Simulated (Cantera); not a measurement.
Input (Python, Cantera):

```python
import numpy as np
import cantera as ct

gas = ct.Solution("gri30.yaml")
gas.TPX = 475, 45000, {'CH4': 1, 'O2': 1.43, 'N2': 5.37, 'CO2': 0.59}
flame = ct.FreeFlame(gas, width=0.07)
flame.set_refine_criteria(ratio=3, slope=0.08, curve=0.16)
flame.transport_model = "mixture-averaged"
flame.solve(loglevel=0, auto=True)
flame.transport_model = "multicomponent"
flame.soret_enabled = True
flame.solve(loglevel=0, refine_grid=True)
z, T = flame.grid, flame.T
thick = (T[-1] - T[0]) / np.gradient(T, z).max()
show = ['CH4', 'O2', 'CO2', 'CH2CO', 'H2', 'CO']
print(f"laminar burning velocity  {flame.velocity[0] * 100:.3f} cm/s")
print(f"burnt temperature         {T[-1]:.1f} K")
print(f"thermal thickness         {thick * 1e3:.4f} mm")
print(f"grid points               {len(z)}")
z0 = z[flame.heat_release_rate.argmax()]
print(f"{'z/mm':>9s}{'T/K':>9s}{'u/(m/s)':>9s}" + "".join(f"{s:>11s}" for s in show))
rows = []
for k in (-3, -2, -1.5, -1, -0.5, -0.25, 0, 0.25, 0.5, 1, 2, 4, 8):
    zz = z0 + k * thick
    rows.append([k * thick, np.interp(zz, z, T), np.interp(zz, z, flame.velocity),
                 *(np.interp(zz, z, flame.X[gas.species_index(s)]) for s in show)])
    print(f"{rows[-1][0] * 1e3:9.3f}{rows[-1][1]:9.1f}{rows[-1][2]:9.3f}" + "".join(f"{x:11.3e}" for x in rows[-1][3:]))
```

Output:

```
laminar burning velocity  34.961 cm/s
burnt temperature         1945.5 K
thermal thickness         1.4526 mm
grid points               151
     z/mm      T/K  u/(m/s)        CH4         O2        CO2      CH2CO         H2         CO
   -4.358    475.8    0.351  1.188e-01  1.700e-01  7.019e-02  6.697e-09  2.408e-03  2.182e-05
   -2.905    481.5    0.356  1.175e-01  1.692e-01  7.013e-02  1.119e-07  5.782e-03  2.064e-04
   -2.179    502.6    0.373  1.144e-01  1.674e-01  7.037e-02  8.495e-07  9.593e-03  9.515e-04
   -1.453    624.5    0.467  1.027e-01  1.571e-01  7.167e-02  1.109e-05  1.704e-02  6.055e-03
   -0.726   1066.3    0.814  6.620e-02  1.123e-01  7.460e-02  1.067e-04  3.049e-02  3.009e-02
   -0.363   1420.3    1.102  3.491e-02  7.008e-02  7.741e-02  2.281e-04  3.868e-02  5.434e-02
    0.000   1728.5    1.360  8.374e-03  2.772e-02  8.133e-02  1.521e-04  4.317e-02  7.906e-02
    0.363   1855.5    1.466  7.949e-04  7.235e-03  8.542e-02  1.848e-05  4.133e-02  8.778e-02
    0.726   1882.8    1.488  5.564e-05  1.878e-03  8.851e-02  1.695e-06  3.973e-02  8.722e-02
    1.453   1894.8    1.495  5.173e-07  4.547e-04  9.080e-02  4.900e-08  3.958e-02  8.561e-02
    2.905   1906.4    1.503  1.467e-09  2.802e-04  9.121e-02  2.694e-10  3.981e-02  8.537e-02
    5.810   1920.1    1.513  2.252e-12  1.648e-04  9.095e-02  3.820e-13  3.989e-02  8.573e-02
   11.621   1933.2    1.522  7.279e-14  7.450e-05  9.067e-02  4.683e-16  3.995e-02  8.612e-02
```

Computed with Cantera and GRI-Mech 3.0 (53 species, 325 reactions). Burning velocities carry a grid error of a few per cent, more on coarse grids.
